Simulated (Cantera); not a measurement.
Charge: 1 mol CsOH, 2.4 mol H2, equilibrated at 2073.15 K and 0.100 bar.

Method: chemical equilibrium by Gibbs-energy minimisation in Cantera with the NASA 1993 tables (ideal gas, pure condensed phases). Candidate condensed phases: Cs, CsOH, H2O; 15 gas species. The numbers say what is thermodynamically allowed, not how fast it happens.

Base state: H2 0.532, Cs 0.197, H2O 0.197, CsOH 0.0666, H 0.00607, OH 0.000256 (mole fractions); condensed: gas only.

Question: What changes in the equilibrium state with this change: temperature from 2073.15 K to 1573 K?

Answer: 
```
species    before    after
-------  --------  -------
H2          0.532    0.590
CsOH       0.0666    0.138
H2O         0.197    0.136
Cs          0.197    0.136
OH       0.000256  8.24e-7
H         0.00607  9.87e-5
Cs2       9.56e-6  1.33e-5
```
